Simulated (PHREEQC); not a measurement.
A solution holds 0.03 mol CaCl2, 0.00037 mol CO2 and 0.0032 mol MgSO4 per kg of water, at 23 °C. Closed to the air; pH follows from the charge balance.

All values are PHREEQC results (ion-association model, phreeqc.dat), not measurements.

No solid was allowed to form.

### Question
Order these S species by the share of S that they hold, largest first: SO4-2, CaSO4, MgSO4.

### Answer
SO4-2 (54 %), CaSO4 (40 %), MgSO4 (5.6 %)

The pH is 4.88 and the ionic strength 0.0970 mol/kgw.
